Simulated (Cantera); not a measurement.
# Hydrocarbon pyrolysis for carbon deposition

An isothermal, constant-pressure homogeneous reactor starts with C₂H₆ : N₂ = 1 : 1.8 (molar parts), at 1848 K and 180 Torr.

Computed with Cantera and GRI-Mech 3.0 (53 species, 325 reactions). GRI-Mech 3.0 stops at C3 and has no aromatics, soot or wall deposition, so with more carbon than oxygen in the feed, carbon stays in small species such as C2H2 where larger ones or solid carbon would form.

| t (s) | x C₂H₆ | x H | x H₂ | x C₂H₂ | x CH₄ |
|---|---|---|---|---|---|
| 5.00e-5 | 0.00549 | 0.00172 | 0.219 | 0.0912 | 0.112 |
| 0.000211 | 0.000243 | 0.000560 | 0.285 | 0.153 | 0.102 |
| 0.000891 | 8.54e-5 | 0.000418 | 0.316 | 0.178 | 0.0884 |
| 0.00376 | 4.32e-5 | 0.000494 | 0.350 | 0.189 | 0.0596 |
| 0.0159 | 7.55e-6 | 0.000601 | 0.390 | 0.201 | 0.0233 |
| 0.0671 | 5.40e-7 | 0.000681 | 0.410 | 0.206 | 0.00583 |
| 0.283 | 5.54e-8 | 0.000700 | 0.414 | 0.207 | 0.00165 |
| 1.20 | 3.50e-8 | 0.000702 | 0.415 | 0.208 | 0.00119 |
| 5.05 | 3.50e-8 | 0.000702 | 0.415 | 0.208 | 0.00119 |
| 21.3 | 3.50e-8 | 0.000702 | 0.415 | 0.208 | 0.00119 |
| 90.0 | 3.49e-8 | 0.000702 | 0.415 | 0.207 | 0.00119 |
x: mole fraction; the columns are a selection and need not sum to one.

Equilibrium at this temperature and pressure: C₂H₆ 2.39e-8, H 0.000702, H₂ 0.415, C₂H₂ 0.142, CH₄ 0.000984 (gas phase only).
